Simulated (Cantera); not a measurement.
What does this Cantera script print?

```python
import numpy as np
import cantera as ct

gas_names = """
    B BF BF2 BF3 BN BO BOF BOF2 BO2 B2 B2O B2O2 B2O3 B3O3F3 F FO FO2 F2 F2O N NF NF2 NF3 NO NO2 NO3 N2
    N2O O O2 O3
""".split()
cond_names = """
    B(b) B(L) BN(s) B2O3(L)
""".split()


# ... load() reads the species with a 1 bar reference pressure and builds the phases ...
atoms = {
    'BF3': {'B': 1, 'F': 3},
    'O2': {'O': 2},
    'N2': {'N': 2},
}
top_T = {'BN(s)': 3200}  # K; cautious upper limits of use, not melting points


# ... equilibrate(T, P, feed) seeds the gas with the atoms and calls Mixture.equilibrate('TP', solver="vcs", rtol=1e-11, max_steps=5000) ...
results = []
feed = {'BF3': 1, 'O2': 2.5, 'N2': 2.1}  # mol
T = 1673  # K
P = 31  # Pa
mix = equilibrate(T, P, feed)
results.append((T, P, feed, dict(zip(mix.species_names, mix.species_moles))))
print(gas.report(threshold=1e-05))
for i in range(1, mix.n_phases):
    print(f"{mix.phase(i).name:16s} {mix.phase_moles(i):12.5e} mol")
```

Result:

```
       temperature   1673 K
          pressure   31 Pa
           density   8.182e-05 kg/m^3
  mean mol. weight   36.714 kg/kmol
   phase of matter   gas

                          1 kg             1 kmol
                     ---------------   ---------------
          enthalpy       -3.9233e+06       -1.4404e+08  J
   internal energy       -4.3022e+06       -1.5795e+08  J
           entropy            9569.1        3.5132e+05  J/K
    Gibbs function       -1.9932e+07       -7.3179e+08  J
 heat capacity c_p            1194.8             43867  J/K
 heat capacity c_v            968.37             35553  J/K

                      mass frac. Y      mole frac. X     chem. pot. / RT
                     ---------------   ---------------   ---------------
               BF3           0.32275           0.17476           -129.09
               BOF         0.0036254         0.0029057           -89.623
              BOF2        2.8253e-05        1.6006e-05           -118.62
                 F         0.0030158         0.0058279           -28.996
                NO         0.0021254         0.0026005           -36.233
                N2           0.28372           0.37183           -35.423
                 O        0.00054922         0.0012603           -18.522
                O2           0.38419           0.44081           -37.043
     [  +23 minor]        9.3756e-07        7.2903e-07

B(b)              0.00000e+00 mol
BN(s)             0.00000e+00 mol
B2O3(L)           0.00000e+00 mol
```

Cantera equilibrium calculation (NASA polynomials, part measured and part estimated; ideal gas, pure solids and liquids).
